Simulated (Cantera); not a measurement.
# Catalytic stagnation flow on Pt

A jet of 1.68 % H2, 9.75 % O2, 88.6 % N2, equivalence ratio 0.086 at 300 K and 54.8 Torr hits a platinum plate 9.6 cm away at a mass flux of 0.13 kg/m²/s; the plate temperature is set and raised in steps from an oxygen-covered start.

Computed with Cantera and Deutschmann's 1995 Pt surface mechanism with GRI-Mech 3.0 gas chemistry. Catalytic surfaces can have several steady states; this one follows from the mechanism file's or the stated starting coverage.

```json
[
 {"plate T (K)": "500", "wall x H2": "0.00237", "wall x O2": "0.0818", "wall x H2O": "0.0288", "wall x OH": "<1e-8", "θ free Pt": "0.0425", "θ O*": "0.946", "θ OH*": "0.0119"},
 {"plate T (K)": "550", "wall x H2": "0.00236", "wall x O2": "0.0818", "wall x H2O": "0.0286", "wall x OH": "<1e-8", "θ free Pt": "0.0449", "θ O*": "0.948", "θ OH*": "0.00681"},
 {"plate T (K)": "600", "wall x H2": "0.00235", "wall x O2": "0.0819", "wall x H2O": "0.0284", "wall x OH": "<1e-8", "θ free Pt": "0.0473", "θ O*": "0.948", "θ OH*": "0.00424"},
 {"plate T (K)": "650", "wall x H2": "0.00232", "wall x O2": "0.0819", "wall x H2O": "0.0283", "wall x OH": "<1e-8", "θ free Pt": "0.0501", "θ O*": "0.947", "θ OH*": "0.00284"},
 {"plate T (K)": "700", "wall x H2": "0.00216", "wall x O2": "0.0817", "wall x H2O": "0.0284", "wall x OH": "<1e-8", "θ free Pt": "0.0567", "θ O*": "0.941", "θ OH*": "0.00209"},
 {"plate T (K)": "750", "wall x H2": "0.00172", "wall x O2": "0.0813", "wall x H2O": "0.0291", "wall x OH": "<1e-8", "θ free Pt": "0.0759", "θ O*": "0.922", "θ OH*": "0.00175"},
 {"plate T (K)": "800", "wall x H2": "0.00123", "wall x O2": "0.0808", "wall x H2O": "0.0299", "wall x OH": "<1e-8", "θ free Pt": "0.113", "θ O*": "0.885", "θ OH*": "0.00160"},
 {"plate T (K)": "850", "wall x H2": "0.000891", "wall x O2": "0.0805", "wall x H2O": "0.0304", "wall x OH": "1.23e-8", "θ free Pt": "0.166", "θ O*": "0.833", "θ OH*": "0.00146"}
]
```
x: mole fraction at the wall; θ: surface coverage.
